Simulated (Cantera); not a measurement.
**Si + Cl2 + H2 (silicon etching in halogen gases)**

Input: 1 mol Si, 6.2 mol Cl2, 47 mol H2, equilibrated at 575 K and 1.00 bar.

Method: chemical equilibrium by Gibbs-energy minimisation in Cantera with the NASA 1993 tables (ideal gas, pure condensed phases). Candidate condensed phases: Si; 19 gas species. The numbers say what is thermodynamically allowed, not how fast it happens.

* **x(H2)**: 0.820
* **x(HCl)**: 0.161
* **x(SiCl4)**: 0.0192
* **x(SiHCl3)**: 1.45e-6
* **gas amount**: 52.20 mol
* **log10 activity of Si(s) (absent)**: -16.43
